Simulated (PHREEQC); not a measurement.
Make-up at 25 °C: 0.21 mol H2SO4, 0.029 mol FeCl3 and 0.00057 mol MnSO4 per kg of water. Closed to the air; pH follows from the charge balance.

Computed with PHREEQC (ion-association model, wateq4f.dat).

### Question
The ionic strength comes out as 0.337 mol/kgw. What activity coefficients do FeCl2+, FeOH+2, H+, Fe+3, SO4-2 get?

### Answer
FeCl2+ 0.73, FeOH+2 0.25, H+ 0.78, Fe+3 0.10, SO4-2 0.24.

This is a speciation only: nothing precipitates in the calculation. Examples of supersaturated solids here: Hematite (slow to form). Others may be too.
